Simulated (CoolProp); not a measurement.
C2F6 (R116) along the isotherm 21.95 °C: density (kg/m³) from the reference equation and from simpler models built on Tc = 19.9 °C, pc = 3048 kPa, ω = 0.257; each cubic takes its own stable root.

Values from CoolProp's reference Helmholtz-energy equation of state, Lemmon 2006. It is a short technical equation, of lower accuracy than the large ones.

```csv
p (kPa),phase,reference
48.2,gas,2.725
72.7,gas,4.121
110,gas,6.261
165,gas,9.449
250,gas,14.45
377,gas,22.12
568,gas,34.12
857,gas,53.47
1290,gas,85.92
1950,gas,147.6
2940,gas,327.1
4440,supercritical,992.7
6700,supercritical,1098
10100,supercritical,1180
15200,supercritical,1257
```

Problem. How far does each simpler model (ideal gas, Redlich-Kwong, Soave-Redlich-Kwong, Peng-Robinson) lie from the reference over these 15 states: mean and median of the absolute difference, and the worst?

Solution. 
- ideal gas: mean 22.8 %, median 9.8 %, worst -74.8 % at 21.95 °C and 4440 kPa
- Redlich-Kwong: mean 2.3 %, median 0.1 %, worst -12.9 % at 21.95 °C and 4440 kPa
- Soave-Redlich-Kwong: mean 2.4 %, median 0.1 %, worst -13.5 % at 21.95 °C and 4440 kPa
- Peng-Robinson: mean 1.9 %, median 0.9 %, worst +7.2 % at 21.95 °C and 15200 kPa
